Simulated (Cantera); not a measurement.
Input: 1 mol Fe, 0.41 mol H2O, 0.027 mol Cl2, equilibrated at 0.510 bar.

Method: chemical equilibrium by Gibbs-energy minimisation in Cantera with the NASA 1993 tables (ideal gas, pure condensed phases). Candidate condensed phases: Fe, FeCl2, FeCl3, FeO, Fe(OH)2, Fe(OH)3, Fe2O3, Fe3O4, H2O; 22 gas species. Mutual solubility and eutectic melting of coexisting phases are not modelled. The tables' stoichiometric FeO is somewhat more stable than real wüstite, so its field is too wide. FeO: taken at fixed stoichiometry. Equilibrium is a limit: real reactors are often held back by kinetics, nucleation or transport. All values below are at 1600 K.

Base state: H2 0.610, H2O 0.280, HCl 0.0965, FeCl2 0.0135, H 5.95e-5, Fe(OH)2 1.06e-5 (mole fractions); condensed: Fe(γ) + FeO(s).

### Question
What changes in the equilibrium state with this change: H2O from 0.41 to 1.3 mol?

### Answer
```
species       before    after
-----------  -------  -------
H2             0.610    0.659
H2O            0.280    0.302
HCl           0.0965   0.0370
FeCl2         0.0135  0.00184
Fe(OH)2      1.06e-5  1.15e-5
H            5.95e-5  6.18e-5
Fe(γ), mol     0.706   0.0982
FeO(s), mol    0.288    0.899
```
